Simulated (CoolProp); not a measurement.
Values from CoolProp's reference Helmholtz-energy equation of state, Tillner-Roth 1994.

Question: For R134a, give the phase and the speed of sound (m/s), viscosity (µPa s), conductivity (mW/(m K)) at 53.55 °C and 0.0503 MPa; 67.85 °C and 0.0503 MPa; 110.45 °C and 0.0503 MPa.

Answer: 
- 53.55 °C and 0.0503 MPa: gas; speed of sound 170, viscosity 12.9, conductivity 15.7
- 67.85 °C and 0.0503 MPa: gas; speed of sound 174, viscosity 13.5, conductivity 16.8
- 110.45 °C and 0.0503 MPa: gas; speed of sound 184, viscosity 15.1, conductivity 20.2

Viscosity comes from a separate model (Huber 2003), an estimate that may be off by 10 % or more. Thermal conductivity comes from a separate model (McLinden 2000), an estimate that may be off by 10 % or more.
